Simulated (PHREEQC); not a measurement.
Solution (25 °C): 1.3 mmol/kgw HCl and 97 mmol/kgw Al2(SO4)3. Closed to the air; pH follows from the charge balance.

The numbers come from PHREEQC with the ion-association model, phreeqc.dat.

This is a speciation only: nothing precipitates in the calculation.

Task: Order these Al species by the share of Al that they hold, largest first: Al+3, Al(SO4)2-, AlSO4+.

Result: AlSO4+ (63 %), Al(SO4)2- (29 %), Al+3 (8.4 %)

The pH is 3.35 and the ionic strength 0.277 mol/kgw. Complexes and solids missing from the database can't appear.
